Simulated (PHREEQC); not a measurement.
**Acid rinse or clean**

Consider water at 59 °C with 0.0052 mol HBr, 0.0031 mol AlCl3 and 0.00025 mol MgCl2 per kg of water. Closed to the air; pH follows from the charge balance.

All values are PHREEQC results (ion-association model, phreeqc.dat), not measurements.

Precipitation was switched off in this run.

What pH, specific conductance does the model give?

pH 2.34; specific conductance 5820 µS/cm.

Species that the database lacks are ignored. Away from 25 °C the constants follow the database's enthalpies or fits; those with neither stay at their 25 °C values.
